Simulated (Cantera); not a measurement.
A closed system holds: 1 mol SiC, 0.9 mol N₂O, 40 mol H₂, equilibrated at 1477 °C and 31000 Pa.

Method: chemical equilibrium by Gibbs-energy minimisation in Cantera with the NASA 1993 tables (ideal gas, pure condensed phases). Candidate condensed phases: C, C₆H₆, C₇H₈, C₈H₁₈, H₂O, Si, SiC, SiO₂, Si₂N₂O, Si₃N₄; 151 gas species. Mutual solubility and eutectic melting of coexisting phases are not modelled. Equilibrium is a limit: real reactors are often held back by kinetics, nucleation or transport.

Base state: H₂ 0.967, N₂ 0.0163, CO 0.0135, SiO 0.00282, H 0.000411, HCN 9.09e-5, CH₄ 4.01e-5 (mole fractions); condensed: SiC(s) + Si₂N₂O(s).

What changes in the equilibrium state with this change: temperature from 1477 °C to 1877 °C?


```
species           before     after
--------------  --------  --------
H₂                 0.967     0.949
N₂                0.0163    0.0212
CO                0.0135    0.0109
SiO              0.00282    0.0105
H               0.000411   0.00738
Si₂C             4.91e-9   2.82e-5
Si               6.08e-7  0.000574
SiH              4.40e-7  0.000152
SiH₂             2.53e-6  0.000176
HNC              3.07e-6   3.07e-5
SiC(s), mol        0.435     0.518
Si₂N₂O(s), mol     0.224         0
```
Gases not in the tables: Si₂H₆ and higher silanes.
